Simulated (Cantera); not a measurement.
A Cantera script and its output.

```python
import numpy as np
import cantera as ct

gas = ct.Solution("gri30.yaml", transport_model="multicomponent")
show = ['NH3', 'OH', 'H2O']

rows = []
print(f"{'T/K':>7s}{'rho':>11s}{'cp':>10s}{'mu':>11s}{'lambda':>11s}{'Pr':>7s}" + "".join(f"{'D_' + s:>11s}" for s in show))
for T in [400, 550, 700, 850, 1000, 1150, 1300, 1450, 1600]:
    gas.TPX = T, 2666, {'C2H2': 0.64, 'CH3OH': 0.45, 'NH3': 0.54}
    Pr = gas.cp_mass * gas.viscosity / gas.thermal_conductivity
    D = [gas.mix_diff_coeffs_mole[gas.species_index(s)] for s in show]
    rows.append([gas.density, gas.cp_mass, gas.viscosity, gas.thermal_conductivity, Pr, *D])
    print(f"{T:7g}{gas.density:11.4e}{gas.cp_mass:10.1f}{gas.viscosity:11.4e}"
          f"{gas.thermal_conductivity:11.4e}{Pr:7.3f}" + "".join(f"{d:11.4e}" for d in D))
print("SI units: kg/m3, J/kg/K, Pa s, W/m/K, m2/s")
```

It prints:

```
    T/K        rho        cp         mu     lambda     Pr      D_NH3       D_OH      D_H2O
    400 1.9809e-02    1891.1 1.3583e-05 3.6061e-02  0.712 1.0610e-03 1.7549e-03 1.1668e-03
    550 1.4407e-02    2193.2 1.8283e-05 5.5984e-02  0.716 1.9724e-03 3.0926e-03 2.1985e-03
    700 1.1320e-02    2445.7 2.2621e-05 7.6902e-02  0.719 3.1104e-03 4.7035e-03 3.5076e-03
    850 9.3220e-03    2650.9 2.6632e-05 9.7860e-02  0.721 4.4492e-03 6.5616e-03 5.0647e-03
   1000 7.9237e-03    2838.5 3.0364e-05 1.1924e-01  0.723 5.9700e-03 8.6482e-03 6.8471e-03
   1150 6.8902e-03    2993.9 3.3858e-05 1.4009e-01  0.724 7.6586e-03 1.0950e-02 8.8377e-03
   1300 6.0951e-03    3127.6 3.7153e-05 1.6049e-01  0.724 9.5042e-03 1.3455e-02 1.1023e-02
   1450 5.4646e-03    3242.0 4.0277e-05 1.8033e-01  0.724 1.1498e-02 1.6155e-02 1.3390e-02
   1600 4.9523e-03    3339.9 4.3257e-05 1.9954e-01  0.724 1.3634e-02 1.9042e-02 1.5932e-02
SI units: kg/m3, J/kg/K, Pa s, W/m/K, m2/s
```

Cantera simulation using GRI-Mech 3.0 (53 species, 325 reactions); the numbers are that mechanism's predictions, not measurements. Polar gases are described roughly by these parameters. The composition is frozen, though it would react at the higher temperatures.
